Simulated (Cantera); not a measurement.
A closed system holds: 1 mol BF₃, 6.1 mol N₂, at 0.100 bar.

Cantera equilibrium calculation (NASA polynomials, part measured and part estimated; ideal gas, pure solids and liquids). Candidate condensed phases: B, BN; 13 gas species. Rates play no part. All values below are at 1223 K.

Base state: N₂ 0.859, BF₃ 0.141 (mole fractions); condensed: gas only.

**Question.** What changes in the equilibrium state with this change: 0.037 mol Cl₂ added?

**Answer.** 
```tsv
species	before	after
N₂	0.859	0.854
BF₃	0.141	0.140
Cl₂	0	0.00454
Cl	0	0.00128
```

**Question.** What changes in the equilibrium state with this change: BF₃ replaced by B₂O₃?

**Answer.** 
```tsv
species	before	after
N₂	0.859	1.00
BF₃	0.141	0
B₂O₃(l), mol	0	1.000
```
Further candidate phases: B₂O₃.
